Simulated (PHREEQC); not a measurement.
Consider water at 25 °C with 100 mmol/kgw HF, 11 mmol/kgw H2SiF6 and 0.49 mmol/kgw H2SO4. Closed to the air; pH follows from the charge balance.

All values are PHREEQC results (ion-association model, wateq4f.dat), not measurements.

```tsv
quantity	before	after
pH	1.65	1.61
ionic strength (mol/kgw)	0.0371	0.0396
HF (mol/kgw)	0.0702	0.118
H2F2 (mol/kgw)	0.0129	0.0370
F- (mol/kgw)	0.00253	0.00393
HF2- (mol/kgw)	0.000688	0.00180
```

What was changed between the two runs?
A. HF left out
B. temperature from 25 to 50 °C
C. HF from 0.1 to 0.2 mol/kgw
D. H2SiF6 replaced by NaHF2 at the same molality
E. H2SiF6 from 0.011 to 0.11 mol/kgw

C, HF from 0.1 to 0.2 mol/kgw

This is a speciation only: nothing precipitates in the calculation. wateq4f.dat counts part of the HF as a dimer, H2F2, which phreeqc.dat doesn't know; its constant is uncertain. SiF6-2 is the database's only silicon fluoride.
